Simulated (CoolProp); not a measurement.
Nitrous oxide along the isotherm -28.75 °C: fugacity coefficient from the reference equation and from simpler models built on Tc = 36.4 °C, pc = 7.245 MPa, ω = 0.161; each cubic takes its own stable root.

The numbers come from the reference Helmholtz-energy equation of state, Lemmon 2006 in CoolProp. It is a short technical equation, of lower accuracy than the large ones.

```json
[
 {"p (MPa)": "1.51", "phase": "liquid", "reference": "0.7855"},
 {"p (MPa)": "3.02", "phase": "liquid", "reference": "0.4054"},
 {"p (MPa)": "4.53", "phase": "liquid", "reference": "0.2789"},
 {"p (MPa)": "6.04", "phase": "liquid", "reference": "0.2158"},
 {"p (MPa)": "7.55", "phase": "liquid", "reference": "0.1781"},
 {"p (MPa)": "9.06", "phase": "liquid", "reference": "0.1531"},
 {"p (MPa)": "10.6", "phase": "liquid", "reference": "0.1350"},
 {"p (MPa)": "12.1", "phase": "liquid", "reference": "0.1219"},
 {"p (MPa)": "13.6", "phase": "liquid", "reference": "0.1118"},
 {"p (MPa)": "15.1", "phase": "liquid", "reference": "0.1038"},
 {"p (MPa)": "16.6", "phase": "liquid", "reference": "0.09733"},
 {"p (MPa)": "18.1", "phase": "liquid", "reference": "0.09199"}
]
```

Question: How far does each simpler model (van der Waals, Redlich-Kwong, Peng-Robinson) lie from the reference over these 12 states: mean and median of the absolute difference, and the worst?

Answer: 
- van der Waals: mean 85.2 %, median 90.1 %, worst +107.4 % at -28.75 °C and 18.1 MPa
- Redlich-Kwong: mean 18.1 %, median 18.7 %, worst +20.7 % at -28.75 °C and 18.1 MPa
- Peng-Robinson: mean 1.0 %, median 1.0 %, worst -1.8 % at -28.75 °C and 18.1 MPa

At some of these states van der Waals, Redlich-Kwong gives the other phase, because its saturation line lies elsewhere.
